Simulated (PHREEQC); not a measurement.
A solution holds 0.75 mol/kgw MgCl2 and 0.098 mol/kgw SrCl2, at 20 °C. Closed to the air; pH follows from the charge balance.

The numbers come from PHREEQC with the Pitzer model, pitzer.dat.

Precipitation was switched off in this run.

Estimate the activity of water.

activity of water 0.953.
